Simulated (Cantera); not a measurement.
Input: 1 mol CaF2, 0.15 mol O2, 97 mol N2, equilibrated at 1.00 bar.

Equilibrium computed with Cantera from the NASA thermochemical tables; the gas is ideal and each condensed phase is pure. Candidate condensed phases: Ca, CaF2, CaO; 22 gas species. The numbers say what is thermodynamically allowed, not how fast it happens.

log p: log10 of the partial pressure in bar; n: condensed amount in mol.

```json
[
 {"T (°C)": "850", "log p N2": "0.00", "log p O2": "-2.81", "log p CaF2": "-10.48", "log p NO": "-5.00", "n CaF2(s)": "1.00", "n CaF2(l)": "0"},
 {"T (°C)": "950", "log p N2": "0.00", "log p O2": "-2.81", "log p CaF2": "-8.89", "log p NO": "-4.65", "n CaF2(s)": "1.00", "n CaF2(l)": "0"},
 {"T (°C)": "1050", "log p N2": "0.00", "log p O2": "-2.82", "log p CaF2": "___", "log p NO": "___", "n CaF2(s)": "1.000", "n CaF2(l)": "0"},
 {"T (°C)": "1150", "log p N2": "0.00", "log p O2": "-2.82", "log p CaF2": "-6.42", "log p NO": "-4.11", "n CaF2(s)": "1.000", "n CaF2(l)": "0"},
 {"T (°C)": "1250", "log p N2": "0.00", "log p O2": "-2.83", "log p CaF2": "-5.45", "log p NO": "-3.89", "n CaF2(s)": "1.000", "n CaF2(l)": "0"},
 {"T (°C)": "1350", "log p N2": "0.00", "log p O2": "-2.84", "log p CaF2": "-4.62", "log p NO": "-3.70", "n CaF2(s)": "0.998", "n CaF2(l)": "0"},
 {"T (°C)": "1450", "log p N2": "0.00", "log p O2": "-2.85", "log p CaF2": "___", "log p NO": "___", "n CaF2(s)": "0", "n CaF2(l)": "0.988"},
 {"T (°C)": "1550", "log p N2": "0.00", "log p O2": "-2.87", "log p CaF2": "-3.33", "log p NO": "-3.39", "n CaF2(s)": "0", "n CaF2(l)": "0.955"}
]
```

### Question
Fill in the missing entries.

### Answer

- 1050, log p CaF2: -7.55
- 1050, log p NO: -4.36
- 1450, log p CaF2: -3.92
- 1450, log p NO: -3.54
